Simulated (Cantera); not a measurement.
Input: 1 mol SiCl₄, 0.25 mol NH₃, 8.7 mol N₂, held at 1273.15 K and 0.133 bar.

Cantera equilibrium calculation (NASA polynomials, part measured and part estimated; ideal gas, pure solids and liquids). Candidate condensed phases: NH₄Cl, Si, Si₃N₄; 28 gas species. The tables' values for SiCl₃ are old estimates; treat these amounts as uncertain. The numbers say what is thermodynamically allowed, not how fast it happens.

Base state: N₂ 0.849, SiCl₄ 0.0791, HCl 0.0647, H₂ 0.00406, SiCl₃ 0.00231, SiCl₂ 0.000443, SiHCl₃ 0.000198 (mole fractions); condensed: Si₃N₄(s).

Task: What changes in the equilibrium state with this change: SiCl₄ replaced by SiH₂Cl₂?

Result: 
```
species          before     after
-------------  --------  --------
N₂                0.849     0.785
HCl              0.0647     0.146
H₂              0.00406    0.0579
SiCl₄            0.0791    0.0106
SiCl₃           0.00231  0.000517
SiCl₂          0.000443  0.000166
SiHCl₃         0.000198  0.000168
Si₃N₄(s), mol    0.0525     0.293
```

Task: What changes in the equilibrium state with this change: temperature from 1273.15 K to 748.15 K?

Result: 
| species | before | after |
|---|---|---|
| N₂ | 0.849 | 0.852 |
| SiCl₄ | 0.0791 | 0.0837 |
| HCl | 0.0647 | 0.0554 |
| H₂ | 0.00406 | 0.00888 |
| SiCl₂ | 0.000443 | <1e-9 |
| SiCl₃ | 0.00231 | 3.88e-8 |
| SiHCl₃ | 0.000198 | 5.91e-6 |
| Si₃N₄(s), mol | 0.0525 | 0.0473 |

Task: What changes in the equilibrium state with this change: 0.12 mol O₂ added?

Result: 
| species | before | after |
|---|---|---|
| N₂ | 0.849 | 0.849 |
| SiCl₄ | 0.0791 | 0.0782 |
| HCl | 0.0647 | 0.0718 |
| H₂ | 0.00406 | 0.000346 |
| SiCl₃ | 0.00231 | 0.000602 |
| SiCl₂ | 0.000443 | 3.03e-5 |
| SiHCl₃ | 0.000198 | 1.51e-5 |
| Si₃N₄(s), mol | 0.0525 | 0 |
| SiO₂(β-quartz), mol | 0 | 0.0987 |
| Si₂N₂O(s), mol | 0 | 0.0426 |
Mutual solubility and eutectic melting of coexisting phases are not modelled. The tables hold silica as quartz up to 1696 K and as liquid above; real silica turns to tridymite and cristobalite and melts near 1996 K. Further candidate phases: H₂O, SiO₂, Si₂N₂O.
